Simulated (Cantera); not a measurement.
# Transport properties of process gases

Gas mixture: N2 : C3H8 : C2H2 : H2 = 0.23 : 0.97 : 0.96 : 0.82 (molar parts), at 1000000 Pa, frozen composition.

Cantera's kinetic-theory transport with the Lennard-Jones parameters of GRI-Mech 3.0, ideal gas; thermal conductivity in the multicomponent form. The composition is frozen, though it would react at the higher temperatures.

```
T (K)  ρ (kg/m³)  cp (J/kg/K)  μ (µPa s)  λ (mW/m/K)     Pr  D (cm²/s) OH  D (cm²/s) CH4  D (cm²/s) CO2
-----  ---------  -----------  ---------  ----------  -----  ------------  -------------  -------------
400         7.65         2244       13.1        54.8  0.535        0.0463         0.0334         0.0232
550         5.57         2666       17.0        78.2  0.580        0.0806         0.0590         0.0416
700         4.37         3006       20.5         101  0.608         0.122         0.0898         0.0640
850         3.60         3285       23.7         125  0.624         0.169          0.125         0.0899
1000        3.06         3517       26.6         147  0.635         0.222          0.165          0.119
1150        2.66         3695       29.4         169  0.640         0.281          0.209          0.151
```
D: mixture-averaged diffusion coefficient of that species in the mixture.
